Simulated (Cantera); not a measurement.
Charge: 1 mol SiCl4, 0.0094 mol C3H8, 31 mol H2, held at 100000 Pa.

Method: chemical equilibrium by Gibbs-energy minimisation in Cantera with the NASA 1993 tables (ideal gas, pure condensed phases). Candidate condensed phases: C, C6H6, C7H8, C8H18, Si, SiC; 109 gas species. Mutual solubility and eutectic melting of coexisting phases are not modelled. The tables' values for SiCl3 are old estimates; treat these amounts as uncertain. The numbers say what is thermodynamically allowed, not how fast it happens.

x: gas mole fraction; n: condensed amount in mol.

```csv
T (K),x H2,x HCl,x SiCl2,x SiCl4,x SiHCl3,x SiCl3,x SiH2Cl2,n Si(s),n SiC(s)
1275,0.933,0.0400,0.00444,0.00948,0.00893,0.00254,0.00117,0.111,0.0275
1300,0.930,0.0439,0.00553,0.00838,0.00809,0.00279,0.00110,0.132,0.0275
1325,0.927,0.0478,0.00675,0.00727,0.00722,0.00301,0.00103,0.150,0.0276
1350,0.924,0.0515,0.00807,0.00619,0.00636,0.00316,…,0.166,0.0276
1375,0.921,0.0550,0.00947,0.00516,0.00551,0.00326,…,0.180,0.0276
1400,0.918,0.0582,0.0109,0.00422,0.00471,0.00329,…,0.191,0.0276
1425,0.915,0.0610,0.0123,0.00338,0.00397,0.00325,…,0.199,0.0276
1450,0.913,0.0635,0.0136,0.00266,0.00330,0.00315,…,0.205,0.0277
1475,0.911,0.0656,0.0149,0.00206,0.00271,0.00300,…,0.210,0.0277
1500,0.909,0.0674,0.0160,0.00157,0.00220,0.00282,…,0.212,0.0277
1525,0.908,0.0688,0.0170,0.00119,0.00178,0.00261,…,0.213,0.0277
1550,0.907,0.0699,0.0179,0.000895,0.00143,0.00240,…,0.214,0.0277
```

Question: What belongs in the gaps?

Answer: 
- 1350, x SiH2Cl2: 0.000952
- 1375, x SiH2Cl2: 0.000872
- 1400, x SiH2Cl2: 0.000791
- 1425, x SiH2Cl2: 0.000710
- 1450, x SiH2Cl2: 0.000632
- 1475, x SiH2Cl2: 0.000558
- 1500, x SiH2Cl2: 0.000490
- 1525, x SiH2Cl2: 0.000428
- 1550, x SiH2Cl2: 0.000372
